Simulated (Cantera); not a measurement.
**Thermodynamics of hydrogen reduction and annealing atmospheres, feed ZrO2 + H2 + H2O**

Feed: 1 mol ZrO2, 300 mol H2, 1.4 mol H2O, held at 1 atm.

Cantera equilibrium calculation (NASA polynomials, part measured and part estimated; ideal gas, pure solids and liquids). Candidate condensed phases: H2O, Zr, ZrO2; 12 gas species. Equilibrium is a limit: real reactors are often held back by kinetics, nucleation or transport.

From 977 °C to 1177 °C the condensed part is ZrO2(monoclinic). From 1227 °C to 1327 °C the condensed part is ZrO2(tetragonal).

```tsv
T (°C)	x H2	x H2O	x H	x OH	n ZrO2(monoclinic)	n ZrO2(tetragonal)
977	0.995	0.00464	4.79e-7	2.31e-11	1.00	0
1027	0.995	0.00464	1.10e-6	6.68e-11	1.00	0
1077	0.995	0.00464	2.36e-6	1.79e-10	1.00	0
1127	0.995	0.00464	4.82e-6	4.47e-10	1.00	0
1177	0.995	0.00464	9.37e-6	1.05e-9	1.00	0
1227	0.995	0.00464	1.74e-5	2.32e-9	0	1.00
1277	0.995	0.00464	3.12e-5	4.90e-9	0	1.00
1327	0.995	0.00464	5.39e-5	9.85e-9	0	1.00
```
x: gas mole fraction; n: condensed amount in mol.
